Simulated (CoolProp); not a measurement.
Vapour-liquid equilibrium of diethyl ether (1) + n-hexane (2) at 0.127 MPa; x and y are mole fractions of (1).

Model: multi-fluid Helmholtz-energy mixture model, Thol 2014 and Thol 2019; pair parameters Bell 2016, in CoolProp.

Give the bubble temperature and the first vapour's composition at x = 0.05, 0.35, 0.95. Is there an azeotrope?

x = 0.05: 345.4 K, y = 0.148; x = 0.35: 330.5 K, y = 0.617; x = 0.95: 315.1 K, y = 0.980. No azeotrope shows between x = 0.05 and 0.95.

Pair parameters are fitted to limited data, so mixtures are less certain than the pure fluids.
